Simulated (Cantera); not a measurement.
Charge: 1 mol PbO, 0.34 mol H2, equilibrated at 1900 K and 15.8 Torr.

Equilibrium computed with Cantera from the NASA thermochemical tables; the gas is ideal and each condensed phase is pure. Gases not in the tables: (PbO)n polymers. Equilibrium is a limit: real reactors are often held back by kinetics, nucleation or transport.

```json
[
 {"species": "PbO", "before": "0.325", "after": "0.453"},
 {"species": "Pb", "before": "0.370", "after": "0.281"},
 {"species": "H2O", "before": "0.234", "after": "0.248"},
 {"species": "O2", "before": "0.0660", "after": "0.0156"},
 {"species": "Pb2", "before": "1.71e-5", "after": "0.000141"},
 {"species": "O", "before": "0.000529", "after": "6.79e-5"},
 {"species": "H", "before": "0.000157", "after": "3.15e-5"},
 {"species": "OH", "before": "0.00368", "after": "0.00136"},
 {"species": "H2", "before": "0.000817", "after": "0.000474"}
]
```
Gas species are given as mole fractions.

### Question
Which change was made?
(A) pressure from 15.8 Torr to 3.60 Torr
(B) H2 from 0.34 to 1 mol
(C) temperature from 1900 K to 2223.15 K
(D) pressure from 15.8 Torr to 225 Torr

### Answer
D, pressure from 15.8 Torr to 225 Torr
